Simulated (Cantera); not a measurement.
Feed: 1 mol HMDSO, 0.11 mol CO2, 30 mol H2, held at 1.65 Torr.

Cantera equilibrium calculation (NASA polynomials, part measured and part estimated; ideal gas, pure solids and liquids). Candidate condensed phases: C, C6H6, C7H8, C8H18, H2O, Si, SiC, SiO2; 123 gas species. The feed counts by its element totals alone. Kinetics and transport are ignored.

**Question.** At 1600 K, list the 4 most abundant gas species with their mole fractions, and the condensed phases.

**Answer.** H2 0.969, CO 0.0302, H 0.00114, SiO 8.77e-5. Condensed: C(graphite) + SiC(s).
